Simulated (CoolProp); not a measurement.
A single-stage vapour-compression cycle with 1,2-dichloroethane: evaporating at 321.15 K (dew point), condensing at 343.15 K (bubble point), superheat 2 K, subcooling 0 K, compressor efficiency 0.65, no pressure losses. Each further row changes one setting.

Computed with CoolProp (reference Helmholtz-energy equation of state, Thol 2015).

| case | cooling COP | pressure ratio | discharge temperature (K) | refrigerating effect (kJ/kg) | volumetric capacity (kJ/m³) |
|---|---|---|---|---|---|
| as stated | 9.02 | 2.26 | 364.3 | 315 | 338 |
| evaporating temperature 326.15 K | 12.0 | 1.86 | ___ | 320 | ___ |
| condensing temperature 338.15 K | 11.8 | ___ | 355.3 | 322 | 345 |
| subcooling 5 K | 9.21 | 2.26 | 364.3 | 322 | 345 |
| superheat 12 K | 8.98 | 2.26 | ___ | 324 | 336 |
| compressor efficiency 0.55 | ___ | 2.26 | 371.3 | 315 | 338 |

Task: What belongs in the gaps?

Result: 
- evaporating temperature 326.15 K, discharge temperature (K): 359.5
- evaporating temperature 326.15 K, volumetric capacity (kJ/m³): 411
- condensing temperature 338.15 K, pressure ratio: 1.90
- superheat 12 K, discharge temperature (K): 375.0
- compressor efficiency 0.55, cooling COP: 7.63
